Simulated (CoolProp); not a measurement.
Propylene at several states: Z from the reference equation and from simpler models built on Tc = 91.1 °C, pc = 45.55 bar, ω = 0.146; each cubic takes its own stable root.

Model: reference Helmholtz-energy equation of state, Lemmon 2013, in CoolProp.

```
T (°C)  p (bar)   phase  reference  Soave-Redlich-Kwong  Peng-Robinson
------  -------  ------  ---------  -------------------  -------------
-38.05     14.2  liquid    0.05098              0.05426        0.04801
-31.85     94.2  liquid     0.3284               0.3473         0.3082
262.15      9.5     gas     0.9805               0.9827         0.9777
-3.65     0.667     gas     0.9870               0.9878         0.9871
75.55      30.8     gas     0.6332               0.6442         0.6201
```
